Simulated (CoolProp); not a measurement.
Ethylene along the isotherm 322.9 K: fugacity coefficient from the reference equation and from simpler models built on Tc = 282.4 K, pc = 5042 kPa, ω = 0.087; each cubic takes its own stable root.

The numbers come from the reference Helmholtz-energy equation of state, Smukala 2000 in CoolProp.

| p (kPa) | phase | reference |
|---|---|---|
| 79.7 | gas | 0.9965 |
| 181 | gas | 0.9921 |
| 413 | gas | 0.9819 |
| 940 | gas | 0.9591 |
| 2140 | gas | 0.9079 |
| 4870 | gas | 0.7959 |
| 11100 | supercritical | 0.5719 |
| 25200 | supercritical | 0.3924 |

How far does each simpler model (van der Waals, Peng-Robinson) lie from the reference over these 8 states: mean and median of the absolute difference, and the worst?


- van der Waals: mean 1.3 %, median 0.2 %, worst +8.3 % at 322.9 K and 25200 kPa
- Peng-Robinson: mean 1.6 %, median 1.0 %, worst -3.7 % at 322.9 K and 25200 kPa
